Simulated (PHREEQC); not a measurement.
A solution holds 0.21 mol KHCO3 and 0.14 mol Na2SO4 per kg of water, at 83 °C. Closed to the air; pH follows from the charge balance.

The numbers come from PHREEQC with the Pitzer model, pitzer.dat.

### Question
The ionic strength comes out as 0.634 mol/kgw. What activity coefficients do SO4-2, HCO3-, CO3-2, Na+, K+ get?

### Answer
SO4-2 0.11, HCO3- 0.57, CO3-2 0.13, Na+ 0.56, K+ 0.58. Single-ion values are on the MacInnes scale.

This is a speciation only: nothing precipitates in the calculation. At this temperature some constants are extrapolated from 25 °C, and those without enthalpy data are left unchanged.
